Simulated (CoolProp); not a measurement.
Vapour-liquid equilibrium of toluene (1) + n-octane (2) at 236.85 °C; x and y are mole fractions of (1).

The numbers come from the multi-fluid Helmholtz-energy mixture model, Lemmon 2006 and Beckmüller 2019; pair parameters Bell 2016 in CoolProp.

```tsv
x	bubble pressure, mixture model (MPa)	bubble pressure, Raoult's law (MPa)	y, mixture model	y, Raoult's law
0.05	1.072	1.062	0.065	0.065
0.125	1.109	1.087	0.157	0.158
0.2	1.144	1.112	0.243	0.247
0.275	1.177	1.136	0.325	0.333
0.35	1.208	1.161	0.402	0.414
0.425	1.237	1.186	0.476	0.493
0.5	1.264	1.210	0.547	0.568
0.575	1.288	1.235	0.616	0.640
0.65	1.310	1.260	0.684	0.709
0.725	1.329	1.284	0.751	0.776
0.8	1.345	1.309	0.817	0.840
0.875	1.359	1.333	0.884	0.902
0.95	1.369	1.358	0.953	0.961
```

The largest gap from Raoult's law is +4.5 % in bubble pressure, at x = 0.5. No azeotrope shows between x = 0.05 and 0.95.

The pair parameters rest on a limited set of measurements; away from them the model extrapolates.
